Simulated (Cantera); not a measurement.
A Cantera script and its output.

```python
import numpy as np
import cantera as ct

gas = ct.Solution("gri30.yaml")
gas.TPX = 625, 500000, {'CH4': 1, 'C2H6': 1.4, 'C3H8': 0.038, 'O2': 15.1, 'N2': 128}
inlet = ct.Reservoir(gas, clone=True)
gas.equilibrate("HP")  # start burning
reactor = ct.IdealGasConstPressureReactor(gas, energy="on", clone=False)
exhaust = ct.Reservoir(gas, clone=True)
tau = [0.47, 0.19, 0.073, 0.029, 0.011, 0.0045, 0.0018, 0.0007, 0.00028, 0.00011, 4.3e-05, 1.7e-05, 6.7e-06][0]
for a, b in ((inlet, reactor), (reactor, exhaust)):
    ct.MassFlowController(a, b, mdot=lambda t: reactor.mass / tau)
net = ct.ReactorNet([reactor])
show = ['CH4', 'C2H6', 'C3H8', 'CH2O', 'CO2', 'C2H2', 'CO']

rows = []
print(f"{'tau/s':>10s}{'T/K':>9s}" + "".join(f"{s:>11s}" for s in show))
for tau in [0.47, 0.19, 0.073, 0.029, 0.011, 0.0045, 0.0018, 0.0007, 0.00028, 0.00011, 4.3e-05, 1.7e-05, 6.7e-06]:
    net.initial_time = 0.0
    net.advance(30 * tau)
    before = gas.X
    net.advance(40 * tau)
    drift = np.max(np.abs(gas.X - before) / (gas.X + 1e-9))
    rows.append([gas.T, *gas[show].X, drift])
    print(f"{tau:10.3e}{gas.T:9.1f}" + "".join(f"{x:11.3e}" for x in gas[show].X))
```

Result:

```
     tau/s      T/K        CH4       C2H6       C3H8       CH2O        CO2       C2H2         CO
 4.700e-01   1202.3  4.846e-05  1.567e-05  4.561e-07  8.554e-06  2.526e-02  1.518e-06  1.251e-03
 1.900e-01   1187.6  1.021e-04  3.356e-05  9.739e-07  1.863e-05  2.377e-02  2.238e-06  2.493e-03
 7.300e-02   1135.9  3.458e-04  1.172e-04  3.406e-06  6.070e-05  1.900e-02  6.630e-06  6.154e-03
 2.900e-02    625.0  6.871e-03  9.619e-03  2.611e-04  5.774e-17 -1.554e-15 -1.472e-18 -5.863e-16
 1.100e-02    625.0  6.871e-03  9.619e-03  2.611e-04  1.974e-17  6.658e-19  6.304e-22  2.511e-19
 4.500e-03    625.0  6.871e-03  9.619e-03  2.611e-04  4.155e-18  1.263e-24  1.196e-27  6.680e-25
 1.800e-03    625.0  6.871e-03  9.619e-03  2.611e-04  6.959e-19  8.982e-28  8.570e-31  1.349e-26
 7.000e-04    625.0  6.871e-03  9.619e-03  2.611e-04  1.023e-19  1.718e-30  2.180e-33  7.771e-28
 2.800e-04    625.0  6.871e-03  9.619e-03  2.611e-04  1.610e-20  1.274e-32  4.262e-35  5.111e-29
 1.100e-04    625.0  6.871e-03  9.619e-03  2.611e-04  2.442e-21  6.749e-34  2.132e-36  3.101e-30
 4.300e-05    625.0  6.871e-03  9.619e-03  2.611e-04  4.052e-22  8.297e-35  1.283e-37  2.371e-31
 1.700e-05    625.0  6.871e-03  9.619e-03  2.611e-04  7.411e-23  1.040e-35  9.171e-39  2.282e-32
 6.700e-06    625.0  6.871e-03  9.619e-03  2.611e-04  1.322e-23  1.169e-36  6.760e-40  2.210e-33
```

Model: GRI-Mech 3.0 (53 species, 325 reactions), integrated in Cantera.
